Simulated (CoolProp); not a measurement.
Vapour-liquid equilibrium of isopentane (1) + toluene (2) at 382.4 K; x and y are mole fractions of (1).

Computed with CoolProp (multi-fluid Helmholtz-energy mixture model, Lemmon 2006 and Lemmon 2006; pair parameters Bell 2016).

```json
[
 {"x": "0.05", "bubble pressure (bar)": "1.431", "y at the bubble point": "0.340", "dew pressure at overall composition x (bar)": "1.023", "liquid density (mol/L)": "8.425"},
 {"x": "0.15", "bubble pressure (bar)": "2.359", "y at the bubble point": "0.629", "dew pressure at overall composition x (bar)": "1.135", "liquid density (mol/L)": "8.328"},
 {"x": "0.25", "bubble pressure (bar)": "3.266", "y at the bubble point": "0.753", "dew pressure at overall composition x (bar)": "1.273", "liquid density (mol/L)": "8.222"},
 {"x": "0.35", "bubble pressure (bar)": "4.118", "y at the bubble point": "0.822", "dew pressure at overall composition x (bar)": "1.450", "liquid density (mol/L)": "8.108"},
 {"x": "0.45", "bubble pressure (bar)": "4.900", "y at the bubble point": "0.865", "dew pressure at overall composition x (bar)": "1.684", "liquid density (mol/L)": "7.984"},
 {"x": "0.55", "bubble pressure (bar)": "5.617", "y at the bubble point": "0.897", "dew pressure at overall composition x (bar)": "2.006", "liquid density (mol/L)": "7.852"},
 {"x": "0.65", "bubble pressure (bar)": "6.290", "y at the bubble point": "0.921", "dew pressure at overall composition x (bar)": "2.478", "liquid density (mol/L)": "7.709"},
 {"x": "0.75", "bubble pressure (bar)": "6.947", "y at the bubble point": "0.943", "dew pressure at overall composition x (bar)": "3.232", "liquid density (mol/L)": "7.557"},
 {"x": "0.85", "bubble pressure (bar)": "7.625", "y at the bubble point": "0.964", "dew pressure at overall composition x (bar)": "4.594", "liquid density (mol/L)": "7.396"},
 {"x": "0.95", "bubble pressure (bar)": "8.364", "y at the bubble point": "0.987", "dew pressure at overall composition x (bar)": "7.173", "liquid density (mol/L)": "7.225"}
]
```

No azeotrope shows between x = 0.05 and 0.95.

The pair parameters rest on a limited set of measurements; away from them the model extrapolates.
